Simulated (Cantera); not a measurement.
Charge: 1 mol C₂H₅OH, 4.2 mol H₂, held at 2475 K and 13.3 mbar.

These are equilibrium values from Cantera (NASA tables, ideal gas, pure condensed phases), not measurements of a reactor. Candidate condensed phases: C, C₆H₆, C₇H₈, C₈H₁₈, H₂O; 110 gas species. The numbers say what is thermodynamically allowed, not how fast it happens.

Base state: H₂ 0.716, H 0.165, CO 0.112, C₂H₂ (acetylene) 0.00696, C₂H 0.000109, C₄H₂ 2.79e-5, C₃ 2.52e-5 (mole fractions); condensed: C(graphite).

**Question.** What changes in the equilibrium state with this change: temperature from 2475 K to 2925 K?

**Answer.** 
```
species            before     after
----------------  -------  --------
H                   0.165     0.587
H₂                  0.716     0.296
CO                  0.112    0.0842
C₃                2.52e-5    0.0103
C₂H₂ (acetylene)  0.00696    0.0147
C₅                6.71e-8  0.000149
C₄                1.41e-8   2.79e-5
C₂                2.31e-6   0.00103
C                 8.82e-6   0.00183
CH                1.11e-6   5.85e-5
C(graphite), mol    0.872     0.104
```

**Question.** What changes in the equilibrium state with this change: temperature from 2475 K to 1650 K?

**Answer.** 
```json
[
 {"species": "H₂", "before": "0.716", "after": "0.877"},
 {"species": "CO", "before": "0.112", "after": "0.122"},
 {"species": "H", "before": "0.165", "after": "0.000737"},
 {"species": "C₂H", "before": "0.000109", "after": "<1e-9"},
 {"species": "C₄H₂", "before": "2.79e-5", "after": "<1e-9"},
 {"species": "C₃", "before": "2.52e-5", "after": "<1e-9"},
 {"species": "C₂H₂ (acetylene)", "before": "0.00696", "after": "4.00e-5"},
 {"species": "CH₄", "before": "1.07e-6", "after": "1.36e-5"},
 {"species": "C(graphite), mol", "before": "0.872", "after": "0.999"}
]
```
